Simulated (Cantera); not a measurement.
Cantera run, input and output.

```python
import numpy as np
import cantera as ct

gas = ct.Solution("gri30.yaml")
gas.TPX = 675, 100000, {'CO': 1, 'H2': 0.28, 'O2': 0.492, 'N2': 1.85}
flame = ct.FreeFlame(gas, width=0.04)
flame.set_refine_criteria(ratio=3, slope=0.08, curve=0.16)
flame.transport_model = "mixture-averaged"
flame.solve(loglevel=0, auto=True)
z, T = flame.grid, flame.T
thick = (T[-1] - T[0]) / np.gradient(T, z).max()
show = ['CO', 'H2', 'O2', 'O', 'HO2', 'OH']
print(f"laminar burning velocity  {flame.velocity[0] * 100:.3f} cm/s")
print(f"burnt temperature         {T[-1]:.1f} K")
print(f"thermal thickness         {thick * 1e3:.4f} mm")
print(f"grid points               {len(z)}")
z0 = z[flame.heat_release_rate.argmax()]
print(f"{'z/mm':>9s}{'T/K':>9s}{'u/(m/s)':>9s}" + "".join(f"{s:>11s}" for s in show))
rows = []
for k in (-3, -2, -1.5, -1, -0.5, -0.25, 0, 0.25, 0.5, 1, 2, 4, 8):
    zz = z0 + k * thick
    rows.append([k * thick, np.interp(zz, z, T), np.interp(zz, z, flame.velocity),
                 *(np.interp(zz, z, flame.X[gas.species_index(s)]) for s in show)])
    print(f"{rows[-1][0] * 1e3:9.3f}{rows[-1][1]:9.1f}{rows[-1][2]:9.3f}" + "".join(f"{x:11.3e}" for x in rows[-1][3:]))
```

Output:

```
laminar burning velocity  402.175 cm/s
burnt temperature         2546.1 K
thermal thickness         0.7377 mm
grid points               153
     z/mm      T/K  u/(m/s)         CO         H2         O2          O        HO2         OH
   -2.213    675.0    4.022  2.761e-01  7.731e-02  1.358e-01  2.038e-14  5.050e-11  1.196e-15
   -1.475    675.0    4.022  2.761e-01  7.730e-02  1.358e-01  5.518e-14  7.984e-11  2.397e-15
   -1.107    675.0    4.022  2.761e-01  7.730e-02  1.358e-01  2.082e-12  8.727e-10  5.911e-14
   -0.738    675.0    4.022  2.761e-01  7.725e-02  1.358e-01  5.601e-10  8.431e-08  1.598e-11
   -0.369    677.9    4.032  2.765e-01  7.564e-02  1.359e-01  1.810e-06  7.901e-05  2.423e-06
   -0.184    796.1    4.692  2.745e-01  6.452e-02  1.324e-01  1.979e-04  1.640e-04  3.094e-04
    0.000   1219.5    7.058  2.480e-01  2.849e-02  1.002e-01  6.525e-03  5.675e-05  2.354e-03
    0.184   1557.6    8.838  1.958e-01  1.037e-02  5.636e-02  1.726e-02  2.090e-05  5.754e-03
    0.369   1730.8    9.659  1.639e-01  1.070e-02  4.018e-02  1.826e-02  1.171e-05  7.783e-03
    0.738   1902.9   10.461  1.468e-01  1.157e-02  3.173e-02  1.564e-02  7.263e-06  9.531e-03
    1.475   2067.3   11.231  1.418e-01  1.082e-02  2.763e-02  1.163e-02  4.864e-06  1.041e-02
    2.951   2222.6   11.936  1.348e-01  9.549e-03  2.300e-02  7.893e-03  3.089e-06  1.035e-02
    5.902   2360.5   12.541  1.256e-01  8.267e-03  1.781e-02  4.987e-03  2.047e-06  9.520e-03
```

Model: GRI-Mech 3.0 (53 species, 325 reactions), integrated in Cantera. Burning velocities carry a grid error of a few per cent, more on coarse grids.
